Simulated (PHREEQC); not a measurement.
A solution holds 0.013 mol/kgw KHCO3 and 2.8e-06 mol/kgw H4SiO4, at 20 °C. It is in equilibrium with CO2 at log p = 0 (atm). Otherwise closed; pH follows from the charge balance.

Equilibrium calculation in PHREEQC: ion-association model, wateq4f.dat.

No solid was allowed to form.

**Question.** Predict the pH.

**Answer.** pH 5.86.

**Question.** In which forms is C present?

**Answer.** CO2 75 %, HCO3- 25 % of the C.

Species that the database lacks are ignored.
